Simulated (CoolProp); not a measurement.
Vapour-liquid equilibrium of hydrogen sulfide (1) + propane (2) at -74.05 °C; x and y are mole fractions of (1).

Values from CoolProp's multi-fluid Helmholtz-energy mixture model, Lemmon 2006 and Lemmon 2009; pair parameters Kunz 2012.

| x | bubble pressure (bar) | y at the bubble point | dew pressure at overall composition x (bar) | liquid density (mol/L) |
|---|---|---|---|---|
| 0.05 | 0.2960 | 0.381 | 0.2004 | 14.27 |
| 0.15 | 0.4280 | 0.603 | 0.2222 | 14.97 |
| 0.25 | 0.4949 | 0.676 | 0.2492 | 15.83 |
| 0.35 | 0.5263 | 0.708 | 0.2834 | 16.85 |
| 0.45 | 0.5397 | 0.724 | 0.3280 | 18.07 |
| 0.55 | 0.5452 | 0.732 | 0.3880 | 19.49 |
| 0.65 | 0.5480 | 0.740 | 0.4698 | 21.13 |
| 0.75 | 0.5495 | 0.753 | 0.5494 | 23.01 |
| 0.85 | 0.5454 | 0.787 | 0.5282 | 25.10 |
| 0.95 | 0.5169 | 0.884 | 0.4944 | 27.37 |

y crosses x between x = 0.75 and 0.85: the model has an azeotrope there.

The pair parameters rest on a limited set of measurements; away from them the model extrapolates. With so large a gap from Raoult's law the liquid may split in two, which this calculation doesn't test in full.
